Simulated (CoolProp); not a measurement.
Model: reference Helmholtz-energy equation of state, Lemmon 2006, in CoolProp. It is a short technical equation, of lower accuracy than the large ones.

Question: For carbonyl sulfide, give the phase and the cp (kJ/(kg K)), cv (kJ/(kg K)), speed of sound (m/s), isothermal compressibility (1/MPa) at 420.1 K and 31.7 bar.

Answer: 
- 420.1 K and 31.7 bar: gas; cp 0.916, cv 0.667, speed of sound 244, isothermal compressibility 0.368
